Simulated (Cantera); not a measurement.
## Equilibrium for silicon epitaxy and polysilicon growth: SiHCl3 + HCl + N2

A closed system holds: 1 mol SiHCl3, a varied amount of HCl, 54 mol N2, equilibrated at 1548 K and 0.100 bar.

These are equilibrium values from Cantera (NASA tables, ideal gas, pure condensed phases), not measurements of a reactor. Candidate condensed phases: NH4Cl, Si, Si3N4; 28 gas species. The tables' values for SiCl3 are old estimates; treat these amounts as uncertain. Kinetics and transport are ignored.

From 0.15 mol HCl to 1.3 mol HCl the condensed part is Si3N4(s). From 1.8 mol HCl to 3.5 mol HCl nothing is condensed. The main Si-bearing gas is SiCl2 throughout.

```tsv
n(HCl) (mol)	x N2	x HCl	x SiCl2	x H2	x SiCl4	x SiCl3	x SiHCl3	x Cl	n Si3N4(s)
0.15	0.965	0.0181	0.00986	0.00126	0.00244	0.00293	2.08e-5	3.96e-5	0.0495
0.71	0.956	0.0254	0.0102	0.00242	0.00261	0.00309	3.04e-5	4.02e-5	0.0330
1.3	0.947	0.0326	0.0107	0.00384	0.00284	0.00329	4.07e-5	4.09e-5	0.0126
1.8	0.939	0.0388	0.0107	0.00490	0.00315	0.00347	4.86e-5	4.31e-5	0
2.4	0.930	0.0473	0.00979	0.00558	0.00375	0.00362	5.41e-5	4.92e-5	0
2.9	0.922	0.0544	0.00910	0.00609	0.00422	0.00370	5.77e-5	5.42e-5	0
3.5	0.914	0.0628	0.00836	0.00664	0.00474	0.00376	6.12e-5	5.99e-5	0
```
x: gas mole fraction; n: condensed amount in mol.
